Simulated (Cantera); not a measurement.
Feed: 1 mol Fe3O4, a varied amount of Cl2, 0.013 mol HCl, at 900 K and 100 Torr.

Equilibrium computed with Cantera from the NASA thermochemical tables; the gas is ideal and each condensed phase is pure. Candidate condensed phases: Fe, FeCl2, FeCl3, FeO, Fe(OH)2, Fe(OH)3, Fe2O3, Fe3O4, H2O; 22 gas species. Equilibrium is a limit: real reactors are often held back by kinetics, nucleation or transport.

### Question
What share of the Fe ends up in condensed phases as a function of n(Cl2) (mol), at 0.15, 0.21, 0.29, 0.41, 0.57, 0.79, 1.1?

### Answer
```tsv
n(Cl2) (mol)	Fe condensed (%)	as
0.15	100.0	FeCl2(s) + Fe2O3(s) + Fe3O4(s)
0.21	100.0	FeCl2(s) + Fe2O3(s) + Fe3O4(s)
0.29	100.0	FeCl2(s) + Fe2O3(s) + Fe3O4(s)
0.41	94.8	FeCl2(s) + Fe2O3(s)
0.57	88.9	Fe2O3(s)
0.79	88.9	Fe2O3(s)
1.1	88.9	Fe2O3(s)
```
